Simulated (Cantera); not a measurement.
A Cantera script and what it prints.

```python
import numpy as np
import cantera as ct

gas_names = """
    AL ALCL ALCL2 ALCL3 ALH ALN AL2 AL2CL6 CL CL2 H HCL H2 N NH NH2 NH3 N2 N2H2 N2H4
""".split()
cond_names = """
    AL(cr) AL(L) ALCL3(s) ALCL3(L) ALN(s) NH4CL(a) NH4CL(b)
""".split()


# ... load() reads the species with a 1 bar reference pressure and builds the phases ...
atoms = {
    'AlN': {'AL': 1, 'N': 1},
    'Cl2': {'CL': 2},
    'H2': {'H': 2},
}
top_T = {'ALN(s)': 2750}  # K; cautious upper limits of use, not melting points


# ... equilibrate(T, P, feed) seeds the gas with the atoms and calls Mixture.equilibrate('TP', solver="vcs", rtol=1e-11, max_steps=5000) ...
results = []
T = 1875  # K
P = 10000  # Pa
for m in [4.9, 7.8, 11, 13, 16, 19, 22, 25, 28, 31, 33, 36, 39]:
    feed = {'AlN': 1, 'Cl2': m, 'H2': 0.63}  # mol
    mix = equilibrate(T, P, feed)
    results.append((T, P, feed, dict(zip(mix.species_names, mix.species_moles))))

top = {s: max(r[3][s] / sum(r[3][g] for g in gas_names) for r in results) for s in gas_names}
cols = sorted((s for s in top if top[s] > 1e-06), key=lambda s: -top[s])[:9]
seen = [c for c in cond_names if any(r[3].get(c, 0) > 1e-12 for r in results)]
print("log10 of partial pressures in bar; condensed amounts in mol")
print(f"{'n(Cl2)':>10s}" + "".join(f"{s[:9]:>10s}" for s in cols + seen))
for T, P, feed, n in results:
    ng = sum(n[g] for g in gas_names)
    print(f"{feed['Cl2']:10.4g}" + "".join(f"{np.log10(max(n[s] / ng * P / 1e5, 1e-99)):10.3f}" for s in cols)
          + "".join(f"{n.get(c, 0):10.4g}" for c in seen))
```

It prints:

```
log10 of partial pressures in bar; condensed amounts in mol
    n(Cl2)        CL       CL2       HCL     ALCL3        N2     ALCL2         H
       4.9    -1.302    -1.898    -1.767    -1.868    -2.168    -5.133    -6.953
       7.8    -1.228    -1.750    -1.978    -2.078    -2.379    -5.417    -7.237
        11    -1.198    -1.690    -2.131    -2.231    -2.532    -5.600    -7.420
        13    -1.188    -1.669    -2.205    -2.305    -2.606    -5.684    -7.504
        16    -1.177    -1.649    -2.296    -2.396    -2.697    -5.786    -7.606
        19    -1.171    -1.635    -2.371    -2.472    -2.773    -5.868    -7.688
        22    -1.166    -1.625    -2.436    -2.536    -2.837    -5.938    -7.757
        25    -1.162    -1.618    -2.492    -2.592    -2.893    -5.997    -7.817
        28    -1.159    -1.612    -2.541    -2.642    -2.943    -6.049    -7.869
        31    -1.157    -1.608    -2.586    -2.686    -2.987    -6.096    -7.916
        33    -1.156    -1.605    -2.613    -2.713    -3.014    -6.125    -7.945
        36    -1.154    -1.602    -2.651    -2.751    -3.052    -6.164    -7.984
        39    -1.153    -1.599    -2.686    -2.786    -3.087    -6.201    -8.021
```

Method: chemical equilibrium by Gibbs-energy minimisation in Cantera with the NASA 1993 tables (ideal gas, pure condensed phases). The tables' values for AlCl2 are old estimates; treat these amounts as uncertain.
